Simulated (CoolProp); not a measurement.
A Linde-Hampson liquefier for methane: isothermal reversible compression at 200 K from 1 atm to 15 MPa, throttling to 1 atm, return gas leaving the recuperator 2 K below the feed. Each further row changes one setting.

The numbers come from the reference Helmholtz-energy equation of state, Setzmann 1991 in CoolProp.

```csv
case,liquid yield per pass,compression work (kJ/kg of gas)
as stated,[?],411
high pressure 30 MPa,0.506,[?]
warm-end temperature 230 K,[?],[?]
warm-end gap 7 K,[?],411
```

### Question
Fill in the missing entries.

### Answer

- as stated, liquid yield per pass: 0.504
- high pressure 30 MPa, compression work (kJ/kg of gas): 458
- warm-end temperature 230 K, liquid yield per pass: 0.366
- warm-end temperature 230 K, compression work (kJ/kg of gas): 520
- warm-end gap 7 K, liquid yield per pass: 0.497
